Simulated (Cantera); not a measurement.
What does this Cantera script print?

```python
import numpy as np
import cantera as ct

gas = ct.Solution("gri30.yaml")
gas.TPX = 800, 100000, {'CH4': 1, 'O2': 1.82, 'N2': 6.84, 'H2': 0.049}
inlet = ct.Reservoir(gas, clone=True)
gas.equilibrate("HP")  # start burning
reactor = ct.IdealGasConstPressureReactor(gas, energy="on", clone=False)
exhaust = ct.Reservoir(gas, clone=True)
tau = [0.021, 0.011, 0.0059, 0.0031, 0.0017, 0.00088, 0.00046, 0.00025, 0.00013, 6.9e-05][0]
for a, b in ((inlet, reactor), (reactor, exhaust)):
    ct.MassFlowController(a, b, mdot=lambda t: reactor.mass / tau)
net = ct.ReactorNet([reactor])
show = ['CH4', 'O2', 'HCN', 'C2H4', 'CO', 'CH2']

rows = []
print(f"{'tau/s':>10s}{'T/K':>9s}" + "".join(f"{s:>11s}" for s in show))
for tau in [0.021, 0.011, 0.0059, 0.0031, 0.0017, 0.00088, 0.00046, 0.00025, 0.00013, 6.9e-05]:
    net.initial_time = 0.0
    net.advance(30 * tau)
    before = gas.X
    net.advance(40 * tau)
    drift = np.max(np.abs(gas.X - before) / (gas.X + 1e-9))
    rows.append([gas.T, *gas[show].X, drift])
    print(f"{tau:10.3e}{gas.T:9.1f}" + "".join(f"{x:11.3e}" for x in gas[show].X))
```

It prints:

```
     tau/s      T/K        CH4         O2        HCN       C2H4         CO        CH2
 2.100e-02   2452.8  6.037e-06  4.300e-03  1.142e-06  5.001e-10  3.664e-02  4.402e-07
 1.100e-02   2438.7  1.035e-05  4.957e-03  1.555e-06  1.355e-09  3.728e-02  7.467e-07
 5.900e-03   2418.1  1.695e-05  5.859e-03  1.929e-06  3.235e-09  3.821e-02  1.190e-06
 3.100e-03   2388.5  2.771e-05  7.092e-03  2.245e-06  7.369e-09  3.948e-02  1.843e-06
 1.700e-03   2353.3  4.372e-05  8.505e-03  2.480e-06  1.532e-08  4.091e-02  2.690e-06
 8.800e-04   2308.0  7.305e-05  1.029e-02  2.741e-06  3.438e-08  4.265e-02  4.004e-06
 4.600e-04   2259.4  1.246e-04  1.225e-02  3.121e-06  8.059e-08  4.447e-02  5.957e-06
 2.500e-04   2212.9  2.136e-04  1.433e-02  3.751e-06  1.966e-07  4.636e-02  8.883e-06
 1.300e-04   2163.6  4.015e-04  1.709e-02  5.016e-06  5.904e-07  4.890e-02  1.435e-05
 6.900e-05   2114.0  8.032e-04  2.114e-02  7.452e-06  2.124e-06  5.263e-02  2.468e-05
```

Model: GRI-Mech 3.0 (53 species, 325 reactions), integrated in Cantera.
